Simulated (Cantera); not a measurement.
Input: 1 mol Si, 0.26 mol NH₃, 27 mol H₂, at 1848.15 K and 10.0 mbar.

These are equilibrium values from Cantera (NASA tables, ideal gas, pure condensed phases), not measurements of a reactor. Candidate condensed phases: Si, Si₃N₄; 18 gas species. Gases not in the tables: Si₂H₆ and higher silanes. The numbers say what is thermodynamically allowed, not how fast it happens.

Base state: H₂ 0.989, H 0.00528, N₂ 0.00471, Si 0.000629, SiH 6.23e-5, SiH₂ 4.12e-5 (mole fractions); condensed: Si(l).

Problem. What changes in the equilibrium state with this change: NH₃ from 0.26 to 18 mol?

Solution. 
```csv
species,before,after
H₂,0.989,0.852
N₂,0.00471,0.142
H,0.00528,0.00490
Si,0.000629,0.000629
Si₂N,2.54e-6,1.40e-5
SiH₂,4.12e-5,3.55e-5
SiH,6.23e-5,5.78e-5
"Si(l), mol",0.979,0.951
```
